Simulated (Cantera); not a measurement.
Mixture: CH4 : CO : O2 : N2 = 1 : 0.064 : 3.08 : 11.6 (molar parts), equivalence ratio 0.66, at 4.93 atm, adiabatic and at constant volume. Ignition delay is the time to a rise of 400 K.

Detailed kinetics in Cantera: GRI-Mech 3.0 (53 species, 325 reactions).

Problem. What does this change do: N2 11.6 to 30 parts?

Solution. 
```
quantity                                                before       after
--------------------------------------------------  ----------  ----------
delay at 1250 K                                        4.31 ms     10.9 ms
delay at 1350 K                                        1.31 ms     3.33 ms
delay at 1450 K                                       0.446 ms     1.10 ms
delay at 1550 K                                       0.171 ms    0.393 ms
delay at 1650 K                                        73.1 µs    0.156 ms
apparent activation energy between 1550 and 1650 K  180 kJ/mol  200 kJ/mol
```
